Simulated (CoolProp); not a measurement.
Vapour-liquid equilibrium of isobutene (1) + acetone (2) at 255.6 K; x and y are mole fractions of (1).

Values from CoolProp's multi-fluid Helmholtz-energy mixture model, Lemmon 2005 and Lemmon 2006; pair parameters Bell 2016.

```csv
x,"bubble pressure, mixture model (MPa)","bubble pressure, Raoult's law (MPa)","y, mixture model","y, Raoult's law"
0.05,0.01375,0.006519,[?],0.504
0.15,0.02984,0.01275,0.898,0.773
0.25,0.04046,0.01899,0.930,0.866
0.35,[?],0.02522,0.943,0.912
0.45,0.05078,0.03146,0.950,0.941
0.55,[?],0.03769,0.955,0.959
0.65,0.05502,0.04393,0.958,0.973
0.75,0.05705,0.05016,0.964,0.983
0.85,[?],0.05640,0.972,0.991
0.95,[?],0.06264,0.988,0.997
```

Problem. Some entries are withheld; supply them.

Solution. 
- 0.05, y, mixture model: 0.762
- 0.35, bubble pressure, mixture model (MPa): 0.04696
- 0.55, bubble pressure, mixture model (MPa): 0.05316
- 0.85, bubble pressure, mixture model (MPa): 0.05976
- 0.95, bubble pressure, mixture model (MPa): 0.06346

The largest gap from Raoult's law is +134.0 % in bubble pressure, at x = 0.15. No azeotrope shows between x = 0.05 and 0.95.

The pair parameters rest on a limited set of measurements; away from them the model extrapolates. With so large a gap from Raoult's law the liquid may split in two, which this calculation doesn't test in full.
